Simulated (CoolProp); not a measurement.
Vapour-liquid equilibrium of dimethyl ether (1) + R236EA (2) at 120 kPa; x and y are mole fractions of (1).

Model: multi-fluid Helmholtz-energy mixture model, Wu 2011 and Rui 2013; pair parameters Bell 2016, in CoolProp.

Task: Give the bubble temperature and the first vapour's composition at x = 0.2, 0.65, 0.8. Is there an azeotrope?

Result: x = 0.2: 281.8 K, y = 0.267; x = 0.65: 266.5 K, y = 0.895; x = 0.8: 259.3 K, y = 0.971. No azeotrope shows between x = 0.05 and 0.95.

Pair parameters are fitted to limited data, so mixtures are less certain than the pure fluids.
